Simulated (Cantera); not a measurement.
A perfectly stirred reactor is fed with CH4 : CO : O2 : N2 = 1 : 0.04 : 2.24 : 8.44 (molar parts), at 1.70 bar; it is adiabatic with a 575 K inlet, and is followed from long to short residence time, starting on the burning branch (τ in s: 0.41, 0.14, 0.045, 0.015, 0.0049, 0.0016, 0.00053, 0.00017, 5.8e-05).

Model: GRI-Mech 3.0 (53 species, 325 reactions), integrated in Cantera.

x: mole fraction; the columns are a selection and need not sum to one.

```tsv
τ (s)	T (K)	x CH4	x CO	x O2	x NO	x H2	x HO2	x O
0.41	2302	3.78e-7	0.00555	0.0192	0.00387	0.00198	2.01e-6	0.000547
0.14	2302	1.08e-6	0.00568	0.0196	0.00307	0.00202	2.07e-6	0.000571
0.045	2299	…	0.00609	0.0204	…	0.00216	2.18e-6	…
0.015	2288	8.31e-6	0.00714	0.0214	0.00104	0.00254	2.40e-6	0.000763
0.0049	2259	2.04e-5	0.00949	0.0230	0.000539	0.00342	2.95e-6	0.00109
0.0016	2206	4.66e-5	0.0135	0.0255	0.000284	0.00503	4.33e-6	0.00175
0.00053	2129	…	…	…	…	…	…	…
0.00017	2029	0.000278	0.0251	0.0336	8.07e-5	0.00982	1.31e-5	0.00406
5.8e-5	1915	0.000864	0.0343	0.0411	3.90e-5	0.0121	2.53e-5	0.00453
```

Some entries are withheld; supply them.


- 0.045, x CH4: 3.14e-6
- 0.045, x NO: 0.00194
- 0.045, x O: 0.000629
- 0.00053, x CH4: 0.000107
- 0.00053, x CO: 0.0186
- 0.00053, x O2: 0.0289
- 0.00053, x NO: 0.000153
- 0.00053, x H2: 0.00726
- 0.00053, x HO2: 7.29e-6
- 0.00053, x O: 0.00280
